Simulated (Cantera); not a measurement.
**Adiabatic ignition**

An adiabatic, constant-pressure homogeneous reactor starts with 10.6 % C2H4, 18.7 % O2, 50.5 % N2, 20.2 % CO2, equivalence ratio 1.7, at 1023 K and 1.18 atm.

Model: GRI-Mech 3.0 (53 species, 325 reactions), integrated in Cantera. GRI-Mech 3.0 was tuned for natural gas; its chemistry of ethylene as a main component is partial and can be far from experiment.

```csv
t (s),T (K),x C2H4,x O2,x CO2,x CH2O,x CH4,x C2H2,x NO2
1.00e-5,1023,0.106,0.187,0.202,<1e-12,<1e-12,3.49e-11,<1e-12
3.53e-5,1023,0.106,0.187,0.202,<1e-12,<1e-12,1.23e-10,<1e-12
0.000125,1023,0.106,0.187,0.202,<1e-12,<1e-12,4.35e-10,<1e-12
0.000440,1023,0.106,0.187,0.202,<1e-12,<1e-12,1.54e-9,<1e-12
0.00155,1023,0.106,0.187,0.202,<1e-12,<1e-12,5.42e-9,<1e-12
0.00548,1023,0.106,0.187,0.202,4.51e-12,2.71e-12,1.91e-8,<1e-12
0.0193,1023,0.106,0.187,0.202,2.92e-11,1.86e-11,6.76e-8,<1e-12
0.0682,1023,0.106,0.187,0.202,9.84e-10,6.53e-10,2.38e-7,<1e-12
0.241,2420,<1e-12,0.000312,0.163,3.06e-9,<1e-12,<1e-12,2.34e-8
0.850,2420,<1e-12,0.000312,0.163,3.06e-9,<1e-12,<1e-12,2.36e-8
3.00,2420,<1e-12,0.000312,0.163,3.06e-9,<1e-12,<1e-12,2.36e-8
```
x: mole fraction; the columns are a selection and need not sum to one.

| Item | Value |
|---|---|
| time of steepest temperature rise | 0.152 s |
| temperature at 3.00 s | 2420 K |
| equilibrium temperature | 2420 K |
| x(C2H4) at 3.00 s | <1e-12 (gas-phase equilibrium <1e-12) |
| x(O2) at 3.00 s | 0.000312 (gas-phase equilibrium 0.000312) |
| x(CO2) at 3.00 s | 0.163 (gas-phase equilibrium 0.163) |
